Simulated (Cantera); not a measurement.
# Silicon oxide and oxynitride deposition: SiH4 + N2O + N2

Charge: 1 mol SiH4, 0.93 mol N2O, 94 mol N2, equilibrated at 1248 K and 0.540 bar.

Equilibrium computed with Cantera from the NASA thermochemical tables; the gas is ideal and each condensed phase is pure. Candidate condensed phases: H2O, Si, SiO2, Si2N2O, Si3N4; 35 gas species. Mutual solubility and eutectic melting of coexisting phases are not modelled. The tables hold silica as quartz up to 1696 K and as liquid above; real silica turns to tridymite and cristobalite and melts near 1996 K. Kinetics and transport are ignored.

```json
{
 "x(N2)": "0.979",
 "x(H2)": "0.0207",
 "x(H2O)": "6.73e-6",
 "n(SiO2(β-quartz))": "0.286 mol",
 "n(Si2N2O(s))": "0.357 mol",
 "gas_amount": "96.57 mol",
 "log10 activity of Si(s) (absent)": "-6.82"
}
```
